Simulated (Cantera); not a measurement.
**Ignition delay**

Mixture: CO : H₂ : O₂ : N₂ = 1 : 0.053 : 1.05 : 3.96 (molar parts), at 46000 Pa, adiabatic and at constant pressure. Ignition delay is the time to a rise of 400 K.

Computed with Cantera and GRI-Mech 3.0 (53 species, 325 reactions). Where the delays flatten at high temperature, the 400 K rule measures the pace of heat release, not the induction time.

```tsv
T0 (K)	delay (ms)
998	1.69
1073	1.01
1148	0.753
1223	0.633
1298	0.577
1373	0.559
1448	0.567
1523	0.596
1598	0.641
```
